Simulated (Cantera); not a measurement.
Standard-state values (1 bar) from the NASA 1993 polynomials, evaluated with Cantera. Values are per mole of reaction as written; species without (g) are pure solids or liquids, kept so even where they would boil at 1 bar.

CO2(g) + 4 Al ⇌ C + 2 Al2O(g)

| T (K) | ΔH° (kJ) | ΔS° (J/K) | ΔG° (kJ) | log10 K |
|---|---|---|---|---|
| 2575 | [?] | [?] | [?] | [?] |
| 2650 | [?] | [?] | [?] | [?] |
| 2725 | -27.0 | 65.3 | -205.0 | 3.93 |
| 2800 | [?] | [?] | [?] | [?] |
| 2875 | [?] | [?] | [?] | [?] |
| 2950 | -35.6 | 62.3 | -219.4 | 3.88 |

**Question.** Some entries are withheld; supply them.

**Answer.** 
- 2575, ΔH° (kJ): -21.2
- 2575, ΔS° (J/K): 67.5
- 2575, ΔG° (kJ): -195.1
- 2575, log10 K: 3.96
- 2650, ΔH° (kJ): -24.1
- 2650, ΔS° (J/K): 66.4
- 2650, ΔG° (kJ): -200.1
- 2650, log10 K: 3.94
- 2800, ΔH° (kJ): -29.9
- 2800, ΔS° (J/K): 64.3
- 2800, ΔG° (kJ): -209.9
- 2800, log10 K: 3.92
- 2875, ΔH° (kJ): -32.8
- 2875, ΔS° (J/K): 63.3
- 2875, ΔG° (kJ): -214.7
- 2875, log10 K: 3.90
